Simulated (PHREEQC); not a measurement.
Acid rinse or clean: speciation

Consider water at 25 °C with 1.9 mol/kgw HNO3 and 0.0013 mol/kgw FeCl3. Closed to the air; pH follows from the charge balance.

Equilibrium calculation in PHREEQC: ion-association model, phreeqc.dat.

Each row changes one thing in this solution. This is a speciation only: nothing precipitates in the calculation.

| case | pH | Fe+3 (mol/kgw) | FeCl+2 (mol/kgw) | FeOH+2 (mol/kgw) | FeCl2+ (mol/kgw) | Fe(OH)2+ (mol/kgw) | SI of Goethite (FeOOH) | SI of Hematite (Fe2O3) |
|---|---|---|---|---|---|---|---|---|
| as made | -0.14 | 0.00126 | 3.54e-5 | 2.27e-6 | 8.06e-8 | 1.12e-10 | -3.62 | -5.21 |
| HNO3 from 1.9 to 0.95 mol/kgw | 0.15 | 0.00126 | 3.67e-5 | 4.55e-6 | 1.03e-7 | 5.38e-10 | -2.63 | -3.24 |
| diluted 5-fold with water | 0.53 | 0.000256 | 1.68e-6 | 2.33e-6 | 1.33e-9 | 8.66e-10 | -2.01 | -2.01 |
| HNO3 replaced by NaNO3 at the same molality | 3.10 | 0.000291 | 8.22e-6 | 0.000920 | 1.88e-8 | 7.98e-5 | +5.47 | +12.98 |
| FeCl3 from 0.0013 to 0.0065 mol/kgw | -0.14 | 0.00571 | 0.000775 | 1.03e-5 | 8.50e-6 | 5.05e-10 | -2.97 | -3.90 |
| HNO3 from 1.9 to 0.38 mol/kgw | 0.53 | 0.00125 | ? | 1.13e-5 | ? | 4.20e-9 | -1.33 | -0.64 |

Question: Fill in the missing entries.

Answer: 
- HNO3 from 1.9 to 0.38 mol/kgw, FeCl+2 (mol/kgw): 4.06e-5
- HNO3 from 1.9 to 0.38 mol/kgw, FeCl2+ (mol/kgw): 1.58e-7

The ionic strength passes 0.7 mol/kgw, the rough limit of the ion-association models, in as made; HNO3 from 1.9 to 0.95 mol/kgw; HNO3 replaced by NaNO3 at the same molality; FeCl3 from 0.0013 to 0.0065 mol/kgw. Complexes and solids missing from the database can't appear. Some of these states are supersaturated (in Hematite (slow to form), Goethite (slow to form), for instance).
